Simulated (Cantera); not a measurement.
**Equilibrium for iron carbonyl, mercury and lead vapours: PbO + N2 + H2**

Feed: 1 mol PbO, a varied amount of N2, 0.046 mol H2, equilibrated at 70.5 Torr.

Method: chemical equilibrium by Gibbs-energy minimisation in Cantera with the NASA 1993 tables (ideal gas, pure condensed phases). Candidate condensed phases: H2O, Pb, PbO, PbO2, Pb3O4; 27 gas species. Each liquid is taken as pure. Mutual solubility and eutectic melting of coexisting phases are not modelled. Rates play no part.

Problem. Map the stable condensed phases over T = 598, 673, 748, 823, 898, 973, 1048, 1123, 1198, 1273, 1348 K and n(N2) in mol = 4.9, 9.6, 14, 19, 24, 28, 33, 38.

Solution. 
```
T in K \ n(N2) in mol
         4.9 9.6  14  19  24  28  33  38
   1348    A   A   A   A   A   A   A   A
   1273    A   A   A   A   A   A   A   A
   1198    B   A   A   A   A   A   A   A
   1123    B   B   B   B   A   A   A   A
   1048    B   B   B   B   B   B   B   B
    973    B   B   B   B   B   B   B   B
    898    B   B   B   B   B   B   B   B
    823    B   B   B   B   B   B   B   B
    748    B   B   B   B   B   B   B   B
    673    B   B   B   B   B   B   B   B
    598    B   B   B   B   B   B   B   B
```
A: PbO; B: Pb + PbO.
